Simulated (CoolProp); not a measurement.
The fluid at 254.8 K and 0.135 MPa expands adiabatically to 0.0168 MPa with isentropic efficiency 0.9. The same conditions are run with several fluids, on thermodynamics alone (safety and materials aside).

The numbers come from the reference Helmholtz-energy equation of state of each fluid (nitrogen: Span 2000; R143a: Lemmon and Jacobsen 2000; CF4 (R14): Platzer 1990; R22: Kamei 1995) in CoolProp. The equations of Platzer and Polt are older, rougher fits.

| fluid | work (kJ/kg) | final temperature (K) | final phase | final density (kg/m³) |
|---|---|---|---|---|
| nitrogen | 107 | 151.8 | gas | 0.373 |
| R143a | 40.4 | 199.3 | gas | 0.864 |
| CF4 (R14) | 38.1 | 187.2 | gas | 0.953 |
| R22 | 38.4 | 200.1 | two-phase, vapour fraction 0.961 | 0.917 |
